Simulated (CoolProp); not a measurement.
A single-stage vapour-compression cycle with n-hexane: evaporating at 322.15 K (dew point), condensing at 380.15 K (bubble point), superheat 8 K, subcooling 2 K, compressor efficiency 0.7, no pressure losses. Each further row changes one setting.

Model: reference Helmholtz-energy equation of state, Thol 2019, in CoolProp.

```json
[
 {"case": "as stated", "cooling COP": "2.91", "pressure ratio": "5.63", "discharge temperature (K)": "380.1", "refrigerating effect (kJ/kg)": "223", "volumetric capacity (kJ/m³)": "376"},
 {"case": "evaporating temperature 327.15 K", "cooling COP": "3.34", "pressure ratio": "…", "discharge temperature (K)": "380.1", "refrigerating effect (kJ/kg)": "232", "volumetric capacity (kJ/m³)": "…"},
 {"case": "condensing temperature 375.15 K", "cooling COP": "3.32", "pressure ratio": "…", "discharge temperature (K)": "375.2", "refrigerating effect (kJ/kg)": "236", "volumetric capacity (kJ/m³)": "398"},
 {"case": "subcooling 7 K", "cooling COP": "…", "pressure ratio": "5.63", "discharge temperature (K)": "380.1", "refrigerating effect (kJ/kg)": "236", "volumetric capacity (kJ/m³)": "398"},
 {"case": "superheat 18 K", "cooling COP": "3.02", "pressure ratio": "5.63", "discharge temperature (K)": "…", "refrigerating effect (kJ/kg)": "…", "volumetric capacity (kJ/m³)": "394"},
 {"case": "compressor efficiency 0.6", "cooling COP": "…", "pressure ratio": "5.63", "discharge temperature (K)": "…", "refrigerating effect (kJ/kg)": "223", "volumetric capacity (kJ/m³)": "376"}
]
```

**Question.** What belongs in the gaps?

**Answer.** 
- evaporating temperature 327.15 K, pressure ratio: 4.72
- evaporating temperature 327.15 K, volumetric capacity (kJ/m³): 461
- condensing temperature 375.15 K, pressure ratio: 4.97
- subcooling 7 K, cooling COP: 3.09
- superheat 18 K, discharge temperature (K): 386.1
- superheat 18 K, refrigerating effect (kJ/kg): 242
- compressor efficiency 0.6, cooling COP: 2.50
- compressor efficiency 0.6, discharge temperature (K): 381.8

The compression ends wet for: as stated; evaporating temperature 327.15 K; condensing temperature 375.15 K; subcooling 7 K.
